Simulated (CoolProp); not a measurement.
Model: reference Helmholtz-energy equation of state, Akasaka 2023, in CoolProp.

Give the vapour pressure (MPa), liquid density (kg/m³), enthalpy of vaporisation (kJ/kg) of saturated R1224YDZ at -66.55, 25.35 °C.


| T (°C) | p (MPa) | liquid density (kg/m³) | enthalpy of vaporisation (kJ/kg) |
|---|---|---|---|
| -66.55 | 0.000900 | 1590 | 206 |
| 25.35 | 0.149 | 1360 | 164 |
